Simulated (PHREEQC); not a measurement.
Consider water at 25 °C with 8.9 mmol/kgw Cu(NO3)2, 0.084 mmol/kgw HCl and 180 mmol/kgw H3BO3. Closed to the air; pH follows from the charge balance.

Equilibrium calculation in PHREEQC: ion-association model, phreeqc.dat.

This is a speciation only: nothing precipitates in the calculation.

**Question.** What pH, specific conductance does the model give?

**Answer.** pH 4.12; specific conductance 1960 µS/cm.

**Question.** In which forms is Cl present?

**Answer.** Cl- 99 %, CuCl+ 1.3 % of the Cl.
